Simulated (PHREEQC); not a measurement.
Consider water at 20 °C with 0.001 mol K2CO3, 0.01 mol Fe(NO3)3 and 0.0036 mol CuSO4 per kg of water. Closed to the air; pH follows from the charge balance.

Computed with PHREEQC (ion-association model, phreeqc.dat).

No solid was allowed to form.

Problem. What pH does the model give?

Solution. pH 2.58.

Problem. In which forms is Cu present?

Solution. Cu+2 97 %, CuSO4 3.2 % of the Cu.

Saturation is exceeded, for instance for Jarosite-K, Hematite (slow to form); the values hold only as long as no solid forms. Complexes and solids missing from the database can't appear.
